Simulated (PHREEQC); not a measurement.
NaOH is added in steps, without added water, to 1 kg of water holding 0.016 mol HF, 0.0089 mol NH4HF2 and 7.1e-05 mol HCl, at 25 °C. Oxygen alone is held at its pressure in air (log pO2 = -0.68). The system is closed to CO2. No solid was allowed to form.

Base run: PHREEQC, ion-association model, wateq4f.dat. Each further column changes one thing. The table gives HF (mol/kgw).

```json
[
 {"NaOH added (mol)": "0", "base": "0.0203", "HCl left out": "0.0203", "HF left out": "0.00771", "NH4HF2 from 0.0089 to 0.00178 mol/kgw": "0.0140", "solids may form": "0.0203"},
 {"NaOH added (mol)": "0.002917", "base": "0.0182", "HCl left out": "0.0182", "HF left out": "0.00530", "NH4HF2 from 0.0089 to 0.00178 mol/kgw": "0.0123", "solids may form": "0.0182"},
 {"NaOH added (mol)": "0.005833", "base": "0.0160", "HCl left out": "0.0159", "HF left out": "0.00278", "NH4HF2 from 0.0089 to 0.00178 mol/kgw": "0.0102", "solids may form": "0.0160"},
 {"NaOH added (mol)": "0.01021", "base": "0.0125", "HCl left out": "0.0124", "HF left out": "7.17e-8", "NH4HF2 from 0.0089 to 0.00178 mol/kgw": "0.00664", "solids may form": "0.0125"},
 {"NaOH added (mol)": "0.01312", "base": "0.0101", "HCl left out": "0.0100", "HF left out": "1.33e-8", "NH4HF2 from 0.0089 to 0.00178 mol/kgw": "0.00416", "solids may form": "0.0101"},
 {"NaOH added (mol)": "0.01604", "base": "0.00763", "HCl left out": "0.00757", "HF left out": "3.15e-9", "NH4HF2 from 0.0089 to 0.00178 mol/kgw": "0.00161", "solids may form": "0.00763"},
 {"NaOH added (mol)": "0.01896", "base": "0.00516", "HCl left out": "0.00510", "HF left out": "2.11e-10", "NH4HF2 from 0.0089 to 0.00178 mol/kgw": "8.25e-9", "solids may form": "0.00516"},
 {"NaOH added (mol)": "0.02187", "base": "0.00267", "HCl left out": "0.00261", "HF left out": "6.49e-11", "NH4HF2 from 0.0089 to 0.00178 mol/kgw": "1.28e-10", "solids may form": "0.00267"},
 {"NaOH added (mol)": "0.02479", "base": "0.000156", "HCl left out": "(withheld)", "HF left out": "(withheld)", "NH4HF2 from 0.0089 to 0.00178 mol/kgw": "5.59e-11", "solids may form": "0.000156"},
 {"NaOH added (mol)": "0.02917", "base": "2.27e-8", "HCl left out": "2.20e-8", "HF left out": "2.32e-11", "NH4HF2 from 0.0089 to 0.00178 mol/kgw": "3.02e-11", "solids may form": "2.27e-8"},
 {"NaOH added (mol)": "0.03208", "base": "5.35e-9", "HCl left out": "(withheld)", "HF left out": "1.84e-11", "NH4HF2 from 0.0089 to 0.00178 mol/kgw": "2.31e-11", "solids may form": "5.35e-9"},
 {"NaOH added (mol)": "0.035", "base": "3.82e-10", "HCl left out": "3.64e-10", "HF left out": "1.52e-11", "NH4HF2 from 0.0089 to 0.00178 mol/kgw": "1.87e-11", "solids may form": "3.82e-10"}
]
```

Question: What belongs in the gaps?

Answer: 
- 0.02479, HCl left out: 9.52e-5
- 0.02479, HF left out: 3.78e-11
- 0.03208, HCl left out: 5.12e-9

wateq4f.dat counts part of the HF as a dimer, H2F2, which phreeqc.dat doesn't know; its constant is uncertain.  Solids allowed in the column 'solids may form': Halite.
